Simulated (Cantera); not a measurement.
Charge: 1 mol Si₃N₄, 0.42 mol H₂O, at 1.65 Torr.

These are equilibrium values from Cantera (NASA tables, ideal gas, pure condensed phases), not measurements of a reactor. Candidate condensed phases: H₂O, Si, SiO₂, Si₂N₂O, Si₃N₄; 35 gas species. Mutual solubility and eutectic melting of coexisting phases are not modelled. Rates play no part. All values below are at 1525 K.

Base state: H₂ 0.749, N₂ 0.250, H 0.000437, SiO 0.000371 (mole fractions); condensed: Si₂N₂O(s) + Si₃N₄(s).

**Question.** What changes in the equilibrium state with this change: Si₃N₄ replaced by BN?

**Answer.** 
```csv
species,before,after
H₂,0.749,0.711
N₂,0.250,0.242
B₂O₃,0,0.0163
HBO,0,0.0138
HBO₂,0,0.0135
SiO,0.000371,0
B₂O₂,0,0.00186
BO,0,0.000207
H₂O,1.21e-8,0.000444
"Si₂N₂O(s), mol",0.420,0
"Si₃N₄(s), mol",0.720,0
"BN(s), mol",0,0.719
"B₂O₃(l), mol",0,0.122
```
Further candidate phases: B, BN, B₂O₃, B₃O₃H₃.
